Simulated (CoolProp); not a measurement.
Saturation properties of R1234yf (Tc = 94.7 °C, pc = 33.84 bar, ω = 0.276).

Values from CoolProp's reference Helmholtz-energy equation of state, Lemmon 2022.

| T (°C) | p (bar) | enthalpy of vaporisation (kJ/kg) | vapour Z | vapour viscosity (µPa s) | liquid conductivity (mW/(m K)) |
|---|---|---|---|---|---|
| -70.75 | 0.1057 | 201.4 | 0.9911 | 8.32 | 96.9 |
| -59.35 | 0.2188 | 196.0 | 0.9847 | 8.80 | 92.5 |
| -47.95 | 0.4154 | 190.4 | 0.9757 | 9.29 | 88.3 |
| -36.65 | 0.7303 | 184.6 | 0.9637 | 9.77 | 84.1 |
| -25.25 | 1.215 | 178.5 | 0.9481 | 10.3 | 80.1 |
| -13.85 | 1.920 | 172.0 | 0.9287 | 10.8 | 76.1 |
| -2.55 | 2.894 | 165.1 | 0.9054 | 11.3 | 72.3 |
| 8.85 | 4.221 | 157.5 | 0.8773 | 11.8 | 68.6 |
| 20.25 | 5.962 | 149.2 | 0.8442 | 12.3 | 65.0 |
| 31.55 | 8.171 | 140.1 | 0.8061 | 12.9 | 61.6 |

It boils at -29.5 °C under 1 atm.

Viscosity comes from a separate model (Bell 2016), an estimate that may be off by 10 % or more. Thermal conductivity comes from a separate model (Perkins 2011).
